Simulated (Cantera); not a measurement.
Input: 1 mol borazine, a varied amount of O2, 0.28 mol H2, 11 mol N2, equilibrated at 1.50 Torr.

Cantera equilibrium calculation (NASA polynomials, part measured and part estimated; ideal gas, pure solids and liquids). Candidate condensed phases: B, BN, B2O3, B3O3H3, H2O; 39 gas species. The feed counts by its element totals alone. Mutual solubility and eutectic melting of coexisting phases are not modelled. The numbers say what is thermodynamically allowed, not how fast it happens.

Stable condensed phases, one row left out:

```
T in K \ n(O2) in mol
         1.2 1.6   2 2.7 3.5 4.5 5.9 7.7
   1698    A   A   B   B   B   B   B   B
   1623    A   A   A   B   B   B   B   B
   1473    C   C   C   D   D   D   D   D
   1398    C   C   C   D   D   D   D   D
   1323    C   C   C   D   D   D   D   D
   1248    C   C   C   D   D   D   D   D
   1173    C   C   C   D   D   D   D   D
   1098    C   C   C   D   D   D   D   D
   1023    C   C   C   D   D   D   D   D
    948    C   C   C   D   D   D   D   D
    873    C   C   C   D   D   D   D   D
    798    C   C   C   D   D   D   D   D
```

A: BN; B: gas only; C: BN + B2O3; D: B2O3.

Give the row for 1548 K.

1.2: BN + B2O3; 1.6: BN + B2O3; 2: BN + B2O3; 2.7: B2O3; 3.5: gas only; 4.5: gas only; 5.9: gas only; 7.7: gas only.
